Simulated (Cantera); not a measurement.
Feed: 1 mol NiS, 2.3 mol H₂, 4.9 mol N₂, equilibrated at 0.100 bar.

These are equilibrium values from Cantera (NASA tables, ideal gas, pure condensed phases), not measurements of a reactor. Candidate condensed phases: Ni, NiS, NiS₂, Ni₃S₂, Ni₃S₄, S; 17 gas species. Gases not in the tables: S₃ to S₇. Equilibrium is a limit: real reactors are often held back by kinetics, nucleation or transport. All values below are at 1248 K.

Base state: N₂ 0.680, H₂ 0.275, H₂S 0.0441, S₂ 0.00104, SH 8.22e-5 (mole fractions); condensed: Ni₃S₂(l).

What changes in the equilibrium state with this change: pressure from 0.100 bar to 1.00 bar?


```
species         before     after
-------------  -------  --------
N₂               0.680     0.680
H₂               0.275     0.273
H₂S             0.0441    0.0460
S₂             0.00104  0.000114
NH₃            1.83e-6   1.82e-5
SH             8.22e-5   2.72e-5
Ni₃S₂(l), mol    0.333     0.333
```
